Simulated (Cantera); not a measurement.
What does this Cantera script print?

```python
import numpy as np
import cantera as ct

gas = ct.Solution("gri30.yaml")
gas.TPX = 1800, 1000000, {'CH4': 1, 'H2O': 0.94}
reactor = ct.IdealGasConstPressureReactor(gas, energy="off", clone=False)
net = ct.ReactorNet([reactor])
net.rtol, net.atol = 1e-08, 1e-18
show = ['CH4', 'H2O', 'C2H', 'CO2', 'CH2']
times = np.geomspace(0.0002, 1, 13)

steps = ct.SolutionArray(gas, extra=["t"])
rows = []
print(f"{'t/s':>10s}{'T/K':>9s}{'P/Pa':>11s}" + "".join(f"{s:>11s}" for s in show))
for t in times:
    while net.time < t:
        t_next = net.step()
        steps.append(gas.state, t=t_next)
    rows.append([np.interp(t, steps.t, y) for y in (steps.T, steps.P, *steps(*show).X.T)])
    print(f"{t:10.3e}{rows[-1][0]:9.1f}{rows[-1][1]:11.4g}" + "".join(f"{x:11.3e}" for x in rows[-1][2:]))
rate = np.gradient(steps.T, steps.t)
print("integrator steps:", len(steps.t))
if steps.T.max() > steps.T[0] + 200:
    print(f"time of steepest temperature rise: {steps.t[rate.argmax()]:.4e} s")
gas.TPX = 1800, 1000000, {'CH4': 1, 'H2O': 0.94}
gas.equilibrate("TP")
print(f"equilibrium (TP): T = {gas.T:.1f} K  " + "  ".join(f"{s} {gas[s].X[0]:.3e}" for s in show))
```

It prints:

```
       t/s      T/K       P/Pa        CH4        H2O        C2H        CO2        CH2
 2.000e-04   1800.0      1e+06  3.374e-01  4.327e-01  6.958e-08  2.324e-05  2.844e-07
 4.067e-04   1800.0      1e+06  2.599e-01  4.034e-01  1.119e-07  8.440e-05  2.361e-07
 8.270e-04   1800.0      1e+06  1.863e-01  3.751e-01  1.435e-07  2.817e-04  2.013e-07
 1.682e-03   1800.0      1e+06  1.263e-01  3.481e-01  1.643e-07  8.613e-04  1.752e-07
 3.420e-03   1800.0      1e+06  8.821e-02  3.208e-01  1.709e-07  2.260e-03  1.529e-07
 6.955e-03   1800.0      1e+06  7.319e-02  2.890e-01  1.577e-07  4.684e-03  1.288e-07
 1.414e-02   1800.0      1e+06  7.003e-02  2.475e-01  1.286e-07  7.350e-03  1.005e-07
 2.876e-02   1800.0      1e+06  6.703e-02  1.969e-01  9.436e-08  8.850e-03  7.219e-08
 5.848e-02   1800.0      1e+06  6.123e-02  1.445e-01  6.267e-08  8.525e-03  4.886e-08
 1.189e-01   1800.0      1e+06  5.277e-02  9.806e-02  3.800e-08  6.857e-03  3.245e-08
 2.418e-01   1800.0      1e+06  4.293e-02  6.181e-02  2.140e-08  4.782e-03  2.184e-08
 4.918e-01   1800.0      1e+06  3.334e-02  3.622e-02  1.146e-08  2.967e-03  1.506e-08
 1.000e+00   1800.0      1e+06  2.523e-02  1.946e-02  6.049e-09  1.644e-03  1.066e-08
integrator steps: 1537
equilibrium (TP): T = 1800.0 K  CH4 1.291e-02  H2O 1.656e-04  C2H 1.433e-09  CO2 1.439e-05  CH2 5.145e-09
```

Computed with Cantera and GRI-Mech 3.0 (53 species, 325 reactions).
